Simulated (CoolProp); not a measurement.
Saturation properties of R245ca (Tc = 174.4 °C, pc = 39.41 bar, ω = 0.355).

Values from CoolProp's reference Helmholtz-energy equation of state, Zhou 2016.

```json
[
 {"T (°C)": "34.95", "p (bar)": "1.452", "liquid density (kg/m³)": "1362", "vapour Z": "0.9498"},
 {"T (°C)": "45.25", "p (bar)": "2.068", "liquid density (kg/m³)": "1335", "vapour Z": "0.9353"},
 {"T (°C)": "55.55", "p (bar)": "2.869", "liquid density (kg/m³)": "1307", "vapour Z": "0.9184"},
 {"T (°C)": "65.85", "p (bar)": "3.888", "liquid density (kg/m³)": "1278", "vapour Z": "0.8989"},
 {"T (°C)": "76.15", "p (bar)": "5.163", "liquid density (kg/m³)": "1248", "vapour Z": "0.8766"},
 {"T (°C)": "86.45", "p (bar)": "6.730", "liquid density (kg/m³)": "1216", "vapour Z": "0.8514"},
 {"T (°C)": "96.65", "p (bar)": "8.611", "liquid density (kg/m³)": "1183", "vapour Z": "0.8231"},
 {"T (°C)": "106.95", "p (bar)": "10.89", "liquid density (kg/m³)": "1147", "vapour Z": "0.7910"},
 {"T (°C)": "117.25", "p (bar)": "13.59", "liquid density (kg/m³)": "1107", "vapour Z": "0.7546"},
 {"T (°C)": "127.55", "p (bar)": "16.77", "liquid density (kg/m³)": "1064", "vapour Z": "0.7130"},
 {"T (°C)": "137.85", "p (bar)": "20.49", "liquid density (kg/m³)": "1015", "vapour Z": "0.6646"},
 {"T (°C)": "148.15", "p (bar)": "24.81", "liquid density (kg/m³)": "955.6", "vapour Z": "0.6066"}
]
```

It boils at 25.3 °C under 1 atm.
